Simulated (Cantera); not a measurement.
Input (Python, Cantera) and output of one run.

```python
import numpy as np
import cantera as ct

gas_names = """
    CL CL2 H HCL H2 Si SiCL SiCL2 SiCL3 SiCL4 SiH SiHCL3 SiH2 SiH2CL2 SiH3 SiH3CL SiH4 Si2 Si3
""".split()
cond_names = """
    Si(cr) Si(L)
""".split()


# ... load() reads the species with a 1 bar reference pressure and builds the phases ...
atoms = {
    'SiCl4': {'Si': 1, 'CL': 4},
    'HCl': {'H': 1, 'CL': 1},
    'H2': {'H': 2},
}
top_T = {}  # K; cautious upper limits of use, not melting points


# ... equilibrate(T, P, feed) seeds the gas with the atoms and calls Mixture.equilibrate('TP', solver="vcs", rtol=1e-11, max_steps=5000) ...
results = []
feed = {'SiCl4': 1, 'HCl': 0.93, 'H2': 1.9}  # mol
P = 100000  # Pa
for T in [698, 748, 798, 848, 898, 948, 998, 1048, 1098, 1148, 1198, 1248]:
    mix = equilibrate(T, P, feed)
    results.append((T, P, feed, dict(zip(mix.species_names, mix.species_moles))))
    x = sorted(zip(gas.X, gas.species_names), reverse=True)
    print(f"T = {T:g} K  P = {P:g} Pa  gas = {mix.phase_moles(0):.4g} mol")
    print("   x: " + "  ".join(f"{s} {v:.3e}" for v, s in x if v > 0.001))
    print("   condensed (mol): " + ("  ".join(f"{mix.phase(i).name} {mix.phase_moles(i):.4g}"
          for i in range(1, mix.n_phases) if mix.phase_moles(i) > 1e-12) or "none"))
```

It prints:

```
T = 698 K  P = 100000 Pa  gas = 3.83 mol
   x: H2 4.960e-01  SiCL4 2.610e-01  HCL 2.429e-01
   condensed (mol): none
T = 748 K  P = 100000 Pa  gas = 3.83 mol
   x: H2 4.958e-01  SiCL4 2.609e-01  HCL 2.431e-01
   condensed (mol): none
T = 798 K  P = 100000 Pa  gas = 3.83 mol
   x: H2 4.956e-01  SiCL4 2.606e-01  HCL 2.433e-01
   condensed (mol): none
T = 848 K  P = 100000 Pa  gas = 3.83 mol
   x: H2 4.952e-01  SiCL4 2.602e-01  HCL 2.437e-01
   condensed (mol): none
T = 898 K  P = 100000 Pa  gas = 3.83 mol
   x: H2 4.946e-01  SiCL4 2.596e-01  HCL 2.443e-01  SiHCL3 1.463e-03
   condensed (mol): none
T = 948 K  P = 100000 Pa  gas = 3.83 mol
   x: H2 4.937e-01  SiCL4 2.587e-01  HCL 2.452e-01  SiHCL3 2.346e-03
   condensed (mol): none
T = 998 K  P = 100000 Pa  gas = 3.83 mol
   x: H2 4.924e-01  SiCL4 2.574e-01  HCL 2.465e-01  SiHCL3 3.566e-03
   condensed (mol): none
T = 1048 K  P = 100000 Pa  gas = 3.83 mol
   x: H2 4.907e-01  SiCL4 2.556e-01  HCL 2.482e-01  SiHCL3 5.170e-03
   condensed (mol): none
T = 1098 K  P = 100000 Pa  gas = 3.831 mol
   x: H2 4.884e-01  SiCL4 2.532e-01  HCL 2.506e-01  SiHCL3 7.183e-03
   condensed (mol): none
T = 1148 K  P = 100000 Pa  gas = 3.833 mol
   x: H2 4.854e-01  HCL 2.537e-01  SiCL4 2.500e-01  SiHCL3 9.592e-03  SiCL3 1.252e-03
   condensed (mol): none
T = 1198 K  P = 100000 Pa  gas = 3.836 mol
   x: H2 4.813e-01  HCL 2.580e-01  SiCL4 2.455e-01  SiHCL3 1.232e-02  SiCL3 2.570e-03
   condensed (mol): none
T = 1248 K  P = 100000 Pa  gas = 3.842 mol
   x: H2 4.759e-01  HCL 2.638e-01  SiCL4 2.393e-01  SiHCL3 1.520e-02  SiCL3 4.885e-03
   condensed (mol): none
```

Method: chemical equilibrium by Gibbs-energy minimisation in Cantera with the NASA 1993 tables (ideal gas, pure condensed phases). The tables' values for SiCl3 are old estimates; treat these amounts as uncertain.
